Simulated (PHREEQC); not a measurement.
A solution holds 0.054 mol ZnSO4, 0.031 mol NaCl and 0.00017 mol MnSO4 per kg of water, at 20 °C. Closed to the air; pH follows from the charge balance.

The numbers come from PHREEQC with the ion-association model, wateq4f.dat.

| quantity | before | after |
|---|---|---|
| pH | 5.54 | 3.25 |
| ionic strength (mol/kgw) | 0.150 | 0.151 |
| Zn+2 (mol/kgw) | 0.0298 | 0.0299 |
| Na+ (mol/kgw) | 0.0298 | 0.0298 |
| Zn(SO4)2-2 (mol/kgw) | 0.00416 | 0.00409 |
| NaSO4- (mol/kgw) | 0.00119 | 0.00118 |
| SI of Goslarite (ZnSO4:7H2O) | -2.06 | -2.06 |
| SI of Zincite(c) (ZnO) | -2.30 | -6.88 |

Task: What was changed between the two runs?
A. MnSO4 replaced by CuSO4 at the same molality
B. 0.0018 mol/kgw HF added
C. temperature from 20 to 10 °C
D. NaCl from 0.031 to 0.0465 mol/kgw
E. temperature from 20 to 5 °C

Result: B, 0.0018 mol/kgw HF added

This is a speciation only: nothing precipitates in the calculation.
